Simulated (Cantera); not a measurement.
Feed: 1 mol SiCl4, 0.56 mol HCl, 9.6 mol H2, at 1575 K and 1 atm.

Method: chemical equilibrium by Gibbs-energy minimisation in Cantera with the NASA 1993 tables (ideal gas, pure condensed phases). Candidate condensed phases: Si; 19 gas species. The tables' values for SiCl3 are old estimates; treat these amounts as uncertain. Kinetics and transport are ignored.

Base state: H2 0.746, HCl 0.169, SiCl2 0.0490, SiCl3 0.0152, SiCl4 0.0124, SiHCl3 0.00727, SiH2Cl2 0.000706, H 3.57e-5 (mole fractions); condensed: gas only.

### Question
What changes in the equilibrium state with this change: temperature from 1575 K to 923.15 K?

### Answer
| species | before | after |
|---|---|---|
| H2 | 0.746 | 0.855 |
| SiCl4 | 0.0124 | 0.0848 |
| HCl | 0.169 | 0.0550 |
| SiCl2 | 0.0490 | 4.31e-7 |
| SiCl3 | 0.0152 | 3.02e-5 |
| H | 3.57e-5 | <1e-9 |
| SiH3Cl | 2.04e-5 | 3.44e-8 |
| SiH2Cl2 | 0.000706 | 2.56e-5 |
| SiHCl3 | 0.00727 | 0.00471 |

### Question
What changes in the equilibrium state with this change: temperature from 1575 K to 1650 K?

### Answer
```json
[
 {"species": "H2", "before": "0.746", "after": "0.733"},
 {"species": "HCl", "before": "0.169", "after": "0.184"},
 {"species": "SiCl2", "before": "0.0490", "after": "0.0590"},
 {"species": "SiCl4", "before": "0.0124", "after": "0.00653"},
 {"species": "SiCl3", "before": "0.0152", "after": "0.0133"},
 {"species": "Cl", "before": "6.43e-6", "after": "1.52e-5"},
 {"species": "H", "before": "3.57e-5", "after": "7.72e-5"}
]
```
